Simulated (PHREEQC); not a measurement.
Dissolve 15 mmol/kgw HF, 3 mmol/kgw NH4HF2, 0.4 mmol/kgw H4SiO4 and 0.31 mmol/kgw H3PO4 at 54 °C. Closed to the air; pH follows from the charge balance.

Equilibrium calculation in PHREEQC: ion-association model, phreeqc.dat.

No solid was allowed to form.

Problem. What pH does the model give?

Solution. pH 2.77.

Problem. In which forms is P present?

Solution. H2PO4- 76 %, H3PO4 24 % of the P.

Species that the database lacks are ignored. Away from 25 °C the constants follow the database's enthalpies or fits; those with neither stay at their 25 °C values. SiF6-2 is the database's only silicon fluoride.
